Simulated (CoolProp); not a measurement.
Aqueous potassium formate as a coolant, at -1 °C, 1 atm.

Model: Melinder's fits for secondary coolants, in CoolProp.

| mass % | freezing point (°C) | cp (kJ/(kg K)) | viscosity (mPa s) | Prandtl number | conductivity (W/(m K)) |
|---|---|---|---|---|---|
| 5.6 | -2.6 | 3.984 | 1.98 | 14.3 | 0.553 |
| 8.3 | -4.0 | 3.874 | 2.02 | 14.3 | 0.550 |
| 11 | -5.5 | 3.768 | 2.07 | 14.3 | 0.546 |
| 13.7 | -7.2 | 3.664 | 2.12 | 14.4 | 0.542 |
| 16.4 | -9.0 | 3.563 | 2.20 | 14.5 | 0.538 |
| 19.1 | -10.9 | 3.464 | 2.28 | 14.8 | 0.534 |
| 21.8 | -13.1 | 3.370 | 2.38 | 15.2 | 0.530 |
| 24.5 | -15.5 | 3.279 | 2.50 | 15.6 | 0.525 |
| 27.2 | -18.1 | 3.192 | 2.62 | 16.1 | 0.520 |
| 29.9 | -21.0 | 3.110 | 2.74 | 16.5 | 0.515 |
| 32.6 | -24.3 | 3.032 | 2.87 | 17.1 | 0.510 |
| 35.3 | -27.9 | 2.959 | 3.01 | 17.6 | 0.504 |
